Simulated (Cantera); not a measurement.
A freely propagating, adiabatic, planar premixed flame of H₂ : O₂ : N₂ = 1 : 0.2 : 0.752 (molar parts), equivalence ratio 2.5, unburnt at 375 K and 150 Torr; mixture-averaged transport, grid criteria slope 0.08 and curve 0.16, no radiation.

Detailed kinetics in Cantera: the H2/O2 subset of GRI-Mech 3.0, which has no nitrogen chemistry. Burning velocities carry a grid error of a few per cent, more on coarse grids.

What does this change do: N2 0.752 to 0.6 parts?


| quantity | before | after |
|---|---|---|
| laminar burning velocity | 326 cm/s | 376 cm/s |
| thermal thickness | 3.27 mm | 3.20 mm |
| peak x(OH) | 0.00160 | 0.00227 |
| peak x(O) | 0.00235 | 0.00286 |
| peak x(H) | 0.0926 | 0.107 |

What does this change do: H2 1 to 0.77 parts?


| quantity | before | after |
|---|---|---|
| laminar burning velocity | 326 cm/s | 356 cm/s |
| thermal thickness | 3.27 mm | 3.15 mm |
| peak x(OH) | 0.00160 | 0.00422 |
| peak x(O) | 0.00235 | 0.00434 |
| peak x(H) | 0.0926 | 0.108 |

What does this change do: inlet temperature 375 to 450 K?


```tsv
quantity	before	after
laminar burning velocity	326 cm/s	432 cm/s
thermal thickness	3.27 mm	3.44 mm
peak x(OH)	0.00160	0.00192
peak x(O)	0.00235	0.00266
peak x(H)	0.0926	0.100
```
